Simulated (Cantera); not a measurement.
Predominance diagram of Cu at 1625 K against the partial pressures of O₂ and H₂O (log10, bar). Source: NASA polynomial tables (part measured, part estimated), evaluated in Cantera. Candidates: Cu(l), Cu₂O(l). Only these pure phases compete in this equilibrium. 

```
log p(H₂O) \ log p(O₂)
        columns: -10, -9.4, -8.9, -8.3, -7.8, -7.2, -6.7, -6.1, -5.6, -5, -4.4, -3.9, -3.3, -2.8, -2.2, -1.7, -1.1, -0.6, 0
      0  A A A A A A A A A A A A A B B B B B B
   -0.9  A A A A A A A A A A A A A B B B B B B
   -1.8  A A A A A A A A A A A A A B B B B B B
   -2.7  A A A A A A A A A A A A A B B B B B B
   -3.6  A A A A A A A A A A A A A B B B B B B
   -4.5  A A A A A A A A A A A A A B B B B B B
   -5.4  A A A A A A A A A A A A A B B B B B B
   -6.3  A A A A A A A A A A A A A B B B B B B
   -7.2  A A A A A A A A A A A A A B B B B B B
   -8.1  A A A A A A A A A A A A A B B B B B B
     -9  A A A A A A A A A A A A A B B B B B B
```

A: Cu(l); B: Cu₂O(l).
